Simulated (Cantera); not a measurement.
Cantera run, input and output.

```python
import numpy as np
import cantera as ct

surf = ct.Interface("diamond.yaml", "diamond_100")
gas, bulk = surf.adjacent["gas"], surf.adjacent["diamond"]
k = surf.kinetics_species_index(bulk.species_names[0])
cover = ["c6HH", "c6H*", "c6*H", "c6**", "c6HM", "c6B"]

rows, drift = [], 0.0
print(f"{'xCH3':>10s}{'um/h':>11s}" + "".join(f"{s:>11s}" for s in cover))
for v in [1e-06, 2.2e-06, 5e-06, 1.1e-05, 2.5e-05, 5.5e-05, 0.00012, 0.00027, 0.0006]:
    T, P, xH, xCH3 = 975, 12000, 0.0011, v
    gas.TPX = T, P, {"H": xH, "CH3": xCH3, "CH4": 0.0025, "H2": 1 - xH - xCH3 - 0.0025}
    surf.TP = bulk.TP = T, P
    surf.coverages = "c6H*:0.1, c6HH:0.9"
    surf.advance_coverages(100.0)
    before = surf.coverages
    surf.advance_coverages(100.0)
    drift = max(drift, np.max(np.abs(surf.coverages - before) / (surf.coverages + 1e-9)))
    rate = surf.net_production_rates[k] * bulk.mean_molecular_weight / bulk.density * 3.6e9
    rows.append([rate, *surf[cover].coverages])
    print(f"{v:10.4g}{rate:11.4e}" + "".join(f"{x:11.3e}" for x in rows[-1][1:]))
```

It prints:

```
      xCH3       um/h       c6HH       c6H*       c6*H       c6**       c6HM        c6B
     1e-06 5.3412e-02  6.218e-01  1.610e-02  3.537e-01  7.704e-03  5.203e-04  1.449e-10
   2.2e-06 1.1740e-01  6.213e-01  1.608e-02  3.534e-01  7.695e-03  1.144e-03  3.186e-10
     5e-06 2.6623e-01  6.201e-01  1.605e-02  3.527e-01  7.675e-03  2.594e-03  7.224e-10
   1.1e-05 5.8299e-01  6.176e-01  1.598e-02  3.512e-01  7.633e-03  5.679e-03  1.582e-09
   2.5e-05 1.3108e+00  6.118e-01  1.583e-02  3.478e-01  7.536e-03  1.277e-02  3.557e-09
   5.5e-05 2.8192e+00  5.997e-01  1.551e-02  3.407e-01  7.335e-03  2.747e-02  7.650e-09
   0.00012 5.8666e+00  5.754e-01  1.485e-02  3.264e-01  6.931e-03  5.717e-02  1.592e-08
   0.00027 1.1930e+01  5.270e-01  1.356e-02  2.979e-01  6.133e-03  1.163e-01  3.237e-08
    0.0006 2.1897e+01  4.472e-01  1.142e-02  2.510e-01  4.843e-03  2.136e-01  5.942e-08
```

Cantera simulation using the Harris–Goodwin 1993 mechanism for the reconstructed diamond (100) surface; the numbers are that mechanism's predictions, not measurements.
